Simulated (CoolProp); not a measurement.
Vapour-liquid equilibrium of isobutane (1) + n-butane (2) at 325.9 K; x and y are mole fractions of (1).

Values from CoolProp's multi-fluid Helmholtz-energy mixture model, Bücker 2006 and Bücker 2006; pair parameters Kunz 2012.

**Question.** Give the bubble pressure and the first vapour's composition at x = 0.05, 0.75, 0.95. Is there an azeotrope?

**Answer.** x = 0.05: 0.5421 MPa, y = 0.065; x = 0.75: 0.6806 MPa, y = 0.796; x = 0.95: 0.7219 MPa, y = 0.961. No azeotrope shows between x = 0.05 and 0.95.

Pair parameters are fitted to limited data, so mixtures are less certain than the pure fluids.
